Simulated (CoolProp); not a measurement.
Saturation properties of propylene (Tc = 364.2 K, pc = 45.55 bar, ω = 0.146).

The numbers come from the reference Helmholtz-energy equation of state, Lemmon 2013 in CoolProp.

```
T (K)  p (bar)  vapour density (kg/m³)  liquid cp (kJ/(kg K))  vapour viscosity (µPa s)  liquid conductivity (mW/(m K))
-----  -------  ----------------------  ---------------------  ------------------------  ------------------------------
264.4    4.457                   9.493                  2.381                      7.51                             128
267.2    4.870                   10.34                  2.399                      7.60                             127
270      5.311                   11.24                  2.418                      7.70                             125
272.9    5.797                   12.24                  2.439                      7.81                             124
275.7    6.298                   13.27                  2.460                      7.91                             122
278.5    6.830                   14.37                  2.481                      8.02                             121
281.3    7.395                   15.54                  2.504                      8.13                             120
284.2    8.015                   16.83                  2.529                      8.25                             118
287      8.649                   18.16                  2.554                      8.37                             117
289.8    9.319                   19.58                  2.581                      8.50                             115
292.6    10.03                   21.09                  2.609                      8.63                             114
```

It boils at 225.5 K under 1 atm.

Viscosity comes from a separate model (Huber 2003), an estimate that may be off by 10 % or more. Thermal conductivity comes from a separate model (Huber 2003), an estimate that may be off by 10 % or more.
